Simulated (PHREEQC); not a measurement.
Make-up at 6.9 °C: 0.033 mol/kgw TMAH, 4.3e-05 mol/kgw H4SiO4 and 0.0011 mol/kgw K2CO3. Closed to the air; pH follows from the charge balance.

Equilibrium calculation in PHREEQC: ion-association model, phreeqc.dat.

No solid was allowed to form.

Problem. Estimate the pH, ionic strength.

Solution. pH 13.09; ionic strength 0.0363 mol/kgw.

Problem. In which forms is Si present?

Solution. H3SiO4- 73 %, H2SiO4-2 27 % of the Si.

Species that the database lacks are ignored. (CH3)4N+ isn't in the database: it is added as a free cation with an ion size of 4 Å. Away from 25 °C the constants follow the database's enthalpies or fits; those with neither stay at their 25 °C values.
